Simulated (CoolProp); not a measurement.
Values from CoolProp's reference Helmholtz-energy equation of state, Span 2000.

**Question.** Give the vapour pressure (bar), enthalpy of vaporisation (kJ/kg), liquid cp (kJ/(kg K)) of saturated nitrogen at 119.7 K.

**Answer.** 
| T (K) | p (bar) | enthalpy of vaporisation (kJ/kg) | liquid cp (kJ/(kg K)) |
|---|---|---|---|
| 119.7 | 24.7 | 93.8 | 4.38 |
